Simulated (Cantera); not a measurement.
# Equilibrium for boron, boron nitride and boron oxide: B₂H₆ + N₂

Charge: 1 mol B₂H₆, a varied amount of N₂, equilibrated at 1550 K and 10000 Pa.

Method: chemical equilibrium by Gibbs-energy minimisation in Cantera with the NASA 1993 tables (ideal gas, pure condensed phases). Candidate condensed phases: B, BN; 15 gas species. The feed counts by its element totals alone. Mutual solubility and eutectic melting of coexisting phases are not modelled. The tables' values for BH₂ are old estimates; treat these amounts as uncertain. Rates play no part.

| n(N₂) (mol) | log p H₂ | log p N₂ | log p H | log p BH₂ | log p BH₃ | log p NH₃ | n B(s) | n BN(s) |
|---|---|---|---|---|---|---|---|---|
| 0.81 | -1.00 | -7.70 | -5.00 | -5.79 | -6.61 | -9.62 | 0.380 | 1.62 |
| 1.3 | -1.04 | -2.04 | -5.02 | -8.66 | -9.50 | -6.85 | 0 | 2.00 |
| 2.2 | -1.15 | -1.54 | -5.07 | -9.01 | -9.91 | -6.76 | 0 | 2.00 |
| 3.5 | -1.26 | -1.34 | -5.13 | -9.23 | -10.19 | -6.84 | 0 | 2.00 |
| 5.8 | -1.42 | -1.21 | -5.21 | -9.45 | -10.48 | -7.00 | 0 | 2.00 |
| 9.5 | -1.58 | -1.13 | -5.29 | -9.66 | -10.77 | -7.21 | 0 | 2.00 |
| 15 | -1.75 | -1.08 | -5.38 | -9.85 | -11.05 | -7.44 | 0 | 2.00 |
log p: log10 of the partial pressure in bar; n: condensed amount in mol.

At 0.81 mol N₂ the condensed part is B(s) + BN(s). From 1.3 mol N₂ to 15 mol N₂ the condensed part is BN(s).
